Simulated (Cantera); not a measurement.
A closed system holds: 1 mol Fe2O3, 2 mol CH4, 0.031 mol CO, at 2.93 Torr.

Method: chemical equilibrium by Gibbs-energy minimisation in Cantera with the NASA 1993 tables (ideal gas, pure condensed phases). Candidate condensed phases: C, C6H6, C7H8, C8H18, Fe, Fe(CO)5, FeO, Fe(OH)2, Fe(OH)3, Fe2O3, Fe3O4, H2O; 114 gas species. Rates play no part.

Question: At 975 °C, list the 4 most abundant gas species with their mole fractions, and the condensed phases.

Answer: H2 0.540, CO 0.294, H2O 0.123, CO2 0.0429. Condensed: Fe(γ).
